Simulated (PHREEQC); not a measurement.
Make-up at 35 °C: 1 mmol/kgw NaHF2. Closed to the air; pH follows from the charge balance.

Model: ion-association model, phreeqc.dat, run in PHREEQC.

| quantity | before | after |
|---|---|---|
| pH | 3.52 | 3.42 |
| ionic strength (mol/kgw) | 0.00131 | 0.00140 |
| F- (mol/kgw) | 0.00131 | 0.00120 |
| HF (mol/kgw) | 0.000683 | 0.000790 |
| HF2- (mol/kgw) | 3.66e-6 | 3.89e-6 |
| NaF (mol/kgw) | 6.93e-7 | 6.35e-7 |

What was changed between the two runs?
A. 0.00019 mol/kgw HCl added
B. temperature from 35 to 90 °C
C. NaHF2 from 0.001 to 0.0002 mol/kgw
D. 0.00058 mol/kgw Na2CO3 added

A, 0.00019 mol/kgw HCl added

This is a speciation only: nothing precipitates in the calculation.
